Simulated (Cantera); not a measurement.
Input: 1 mol trisilylamine, 0.74 mol NH3, held at 13.3 mbar.

Cantera equilibrium calculation (NASA polynomials, part measured and part estimated; ideal gas, pure solids and liquids). Candidate condensed phases: Si, Si3N4; 18 gas species. The feed counts by its element totals alone. Mutual solubility and eutectic melting of coexisting phases are not modelled. Equilibrium is a limit: real reactors are often held back by kinetics, nucleation or transport. All values below are at 1075 °C.

Base state: H2 1.000, N2 0.000126, H 2.00e-5 (mole fractions); condensed: Si(s) + Si3N4(s).

What changes in the equilibrium state with this change: NH3 from 0.74 to 35 mol?


```json
[
 {"species": "H2", "before": "1.000", "after": "0.781"},
 {"species": "N2", "before": "0.000126", "after": "0.219"},
 {"species": "H", "before": "2.00e-5", "after": "1.77e-5"},
 {"species": "Si(s), mol", "before": "1.70", "after": "0"},
 {"species": "Si3N4(s), mol", "before": "0.435", "after": "1.00"}
]
```
